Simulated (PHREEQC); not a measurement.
# Leach liquor: speciation

A solution holds 0.2 mol/kgw H2SO4 and 0.11 mol/kgw Al2(SO4)3, at 25 °C. Closed to the air; pH follows from the charge balance.

All values are PHREEQC results (ion-association model, phreeqc.dat), not measurements.

No solid was allowed to form.

Task: Predict the pH, activity of water.

Result: pH 0.87; activity of water 0.988.

Task: In which forms is S present?

Result: HSO4- 42 %, AlSO4+ 26 %, Al(SO4)2- 20 %, SO4-2 12 %, AlHSO4+2 0.7 % of the S.
